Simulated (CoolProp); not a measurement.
Saturation properties of R113 (Tc = 487.2 K, pc = 3.392 MPa, ω = 0.253).

Model: reference Helmholtz-energy equation of state, Marx 1992, in CoolProp.

```tsv
T (K)	p (MPa)	liquid density (kg/m³)	vapour density (kg/m³)	enthalpy of vaporisation (kJ/kg)	liquid cp (kJ/(kg K))
287.8	0.02932	1588	2.334	154.4	0.9083
295.2	0.03986	1570	3.108	152.2	0.9151
302.6	0.05325	1552	4.070	150.0	0.9221
310	0.06998	1535	5.252	147.7	0.9294
317.3	0.09029	1517	6.665	145.4	0.9368
324.7	0.1153	1498	8.383	143.0	0.9446
332.1	0.1455	1480	10.43	140.6	0.9527
339.5	0.1814	1461	12.84	138.1	0.9611
346.9	0.2237	1441	15.67	135.5	0.9700
354.3	0.2732	1421	18.96	132.8	0.9793
361.7	0.3305	1401	22.78	130.0	0.9891
```

It boils at 320.7 K under 1 atm.
